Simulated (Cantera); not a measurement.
Charge: 1 mol Ca(OH)2, 0.45 mol C, 0.67 mol H2, at 1775 K and 0.100 bar.

Cantera equilibrium calculation (NASA polynomials, part measured and part estimated; ideal gas, pure solids and liquids). The numbers say what is thermodynamically allowed, not how fast it happens.

| species | before | after |
|---|---|---|
| H2 | 0.550 | 0.447 |
| H2O | 0.237 | 0.286 |
| CO | 0.190 | 0.227 |
| CO2 | 0.0221 | 0.0391 |
| OH | 1.82e-5 | 2.44e-5 |
| H | 0.000679 | 0.000612 |
| CaO(s), mol | 1.000 | 1.000 |
Gas species are given as mole fractions.

### Question
Which change was made?
A. temperature from 1775 K to 2073.15 K
B. H2 from 0.67 to 2.9 mol
C. H2 from 0.67 to 0.24 mol
D. pressure from 0.100 bar to 13.3 mbar

### Answer
C, H2 from 0.67 to 0.24 mol
